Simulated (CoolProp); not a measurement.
A simple Rankine cycle with n-perfluoropentane: condensing at 293.15 K, boiler at 0.884 MPa, turbine inlet 394.3 K, turbine efficiency 0.6, pump efficiency 0.7, no recuperator. Each further row changes one setting.

Values from CoolProp's reference Helmholtz-energy equation of state, Gao 2022.

```csv
case,thermal efficiency (%),net work (kJ/kg),heat in (kJ/kg),turbine exit temperature (K),volume ratio over the turbine
as stated,8.2,14.2,173,?,14.8
turbine inlet 414.3 K,7.9,?,?,389.7,?
condensing temperature 285.15 K,9.0,16.2,181,366.2,20.4
boiler pressure 0.619 MPa,7.3,12.8,176,?,9.51
turbine efficiency 0.5,?,11.7,173,?,14.9
```

### Question
Complete the blanks.

### Answer

- as stated, turbine exit temperature (K): 368.6
- turbine inlet 414.3 K, net work (kJ/kg): 15.3
- turbine inlet 414.3 K, heat in (kJ/kg): 193
- turbine inlet 414.3 K, volume ratio over the turbine: 14.0
- boiler pressure 0.619 MPa, turbine exit temperature (K): 374.2
- turbine efficiency 0.5, thermal efficiency (%): 6.8
- turbine efficiency 0.5, turbine exit temperature (K): 371.3
